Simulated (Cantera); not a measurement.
Feed: 1 mol SiCl4, 1.5 mol N2, 34 mol NH3, at 75.0 Torr.

These are equilibrium values from Cantera (NASA tables, ideal gas, pure condensed phases), not measurements of a reactor. Candidate condensed phases: NH4Cl, Si, Si3N4; 28 gas species. The tables' values for SiCl, SiCl3 are old estimates; treat these amounts as uncertain. Gases not in the tables: Si2H6 and higher silanes. Rates play no part.

log p: log10 of the partial pressure in bar; n: condensed amount in mol.

```json
[
 {"T (K)": "973", "log p H2": "-1.16", "log p N2": "-1.60", "log p HCl": "-2.25", "log p SiCl2": "-9.62", "log p H": "[?]", "log p Si": "<-13", "n Si3N4(s)": "0.333", "n Si(l)": "0"},
 {"T (K)": "1123", "log p H2": "-1.16", "log p N2": "-1.60", "log p HCl": "-2.25", "log p SiCl2": "-7.72", "log p H": "[?]", "log p Si": "<-13", "n Si3N4(s)": "0.333", "n Si(l)": "0"},
 {"T (K)": "1273", "log p H2": "-1.16", "log p N2": "-1.60", "log p HCl": "-2.25", "log p SiCl2": "-6.27", "log p H": "[?]", "log p Si": "<-13", "n Si3N4(s)": "0.333", "n Si(l)": "0"},
 {"T (K)": "1423", "log p H2": "-1.16", "log p N2": "-1.60", "log p HCl": "-2.25", "log p SiCl2": "-5.14", "log p H": "[?]", "log p Si": "-11.10", "n Si3N4(s)": "0.331", "n Si(l)": "0"},
 {"T (K)": "1573", "log p H2": "-1.16", "log p N2": "-1.60", "log p HCl": "-2.26", "log p SiCl2": "-4.25", "log p H": "[?]", "log p Si": "-8.68", "n Si3N4(s)": "0.319", "n Si(l)": "0"},
 {"T (K)": "1723", "log p H2": "-1.16", "log p N2": "-1.60", "log p HCl": "-2.29", "log p SiCl2": "-3.57", "log p H": "[?]", "log p Si": "-6.69", "n Si3N4(s)": "0.269", "n Si(l)": "0"},
 {"T (K)": "1873", "log p H2": "-1.16", "log p N2": "-1.59", "log p HCl": "-2.38", "log p SiCl2": "-3.15", "log p H": "[?]", "log p Si": "-5.05", "n Si3N4(s)": "0", "n Si(l)": "0.477"}
]
```

Complete the blanks.


- 973, log p H: -9.55
- 1123, log p H: -7.95
- 1273, log p H: -6.73
- 1423, log p H: -5.76
- 1573, log p H: -4.97
- 1723, log p H: -4.32
- 1873, log p H: -3.77
